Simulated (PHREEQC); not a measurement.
Solution (46 °C): 1.4 mol HCl, 0.074 mol ZnSO4 and 0.0028 mol MnSO4 per kg of water. Closed to the air; pH follows from the charge balance.

Model: ion-association model, phreeqc.dat, run in PHREEQC.

* **pH**: 0.02
* **ionic strength**: 1.42 mol/kgw
* **activity of water**: 0.954
* **density**: 1.021 g/cm³
* **total alkalinity**: -1400 meq/kg

```csv
species,molality,activity,log γ
H+,1.33,0.964,-0.139
Cl-,1.24,0.722,-0.235
HSO4-,0.0733,0.0635,-0.062
ZnCl4-2,0.0222,0.00314,-0.849
ZnCl+,0.0175,0.00996,-0.245
Zn+2,0.0152,0.00216,-0.849
ZnCl3-,0.0131,0.00743,-0.245
ZnCl2,0.00588,0.00815,0.142
SO4-2,0.00333,0.000413,-0.906
Mn+2,0.00137,0.000244,-0.749
MnCl+,0.00117,0.000719,-0.212
```

No solid was allowed to form. The ionic strength is past about 0.7 mol/kgw, beyond the range of this activity model, so the values are rough. Constants without temperature data keep their 25 °C values here.
